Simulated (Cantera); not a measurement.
A perfectly stirred reactor is fed with CH₄ : H₂ = 0.014 : 1 (molar parts), at 100.0 Torr; it is held at 2100 K, and followed from long to short residence time.

Computed with Cantera and GRI-Mech 3.0 (53 species, 325 reactions). GRI-Mech 3.0 stops at C3 and has no aromatics, soot or wall deposition, so with more carbon than oxygen in the feed, carbon stays in small species such as C2H2 where larger ones or solid carbon would form.

**Question.** Predict: x(CH₄) at τ = 2.30 s; x(H₂) at τ = 2.30 s; x(C₂H₂) at τ = 2.30 s; x(H) at τ = 2.30 s; x(C₂H) at τ = 2.30 s; x(CH₄) at τ = 26.0 ms; x(H₂) at τ = 26.0 ms; x(C₂H₂) at τ = 26.0 ms; x(H) at τ = 26.0 ms; x(C₂H) at τ = 26.0 ms.

**Answer.** x(CH₄) at τ = 2.30 s: 0.000367
x(H₂) at τ = 2.30 s: 0.985
x(C₂H₂) at τ = 2.30 s: 0.00656
x(H) at τ = 2.30 s: 0.00844
x(C₂H) at τ = 2.30 s: 1.45e-6
x(CH₄) at τ = 26.0 ms: 0.00342
x(H₂) at τ = 26.0 ms: 0.984
x(C₂H₂) at τ = 26.0 ms: 0.00484
x(H) at τ = 26.0 ms: 0.00736
x(C₂H) at τ = 26.0 ms: 9.35e-7
